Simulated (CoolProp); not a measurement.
R236FA at several states: fugacity coefficient from the reference equation and from simpler models built on Tc = 124.9 °C, pc = 3.191 MPa, ω = 0.377; each cubic takes its own stable root.

Values from CoolProp's reference Helmholtz-energy equation of state, Pan 2012.

| T (°C) | p (MPa) | phase | reference |
|---|---|---|---|
| 30.25 | 0.639 | liquid | 0.4642 |
| -72.85 | 0.503 | liquid | 0.002683 |
| -73.65 | 6.03 | liquid | 0.0002829 |
| 88.75 | 0.011 | gas | 0.9983 |

Problem. How far does each simpler model (Redlich-Kwong, Soave-Redlich-Kwong, Peng-Robinson) lie from the reference over these 4 states: mean and median of the absolute difference, and the worst?

Solution. 
- Redlich-Kwong: mean 274.8 %, median 280.7 %, worst +537.7 % at -73.65 °C and 6.03 MPa
- Soave-Redlich-Kwong: mean 2.0 %, median 1.5 %, worst +5.1 % at -73.65 °C and 6.03 MPa
- Peng-Robinson: mean 5.5 %, median 5.6 %, worst +11.0 % at -73.65 °C and 6.03 MPa
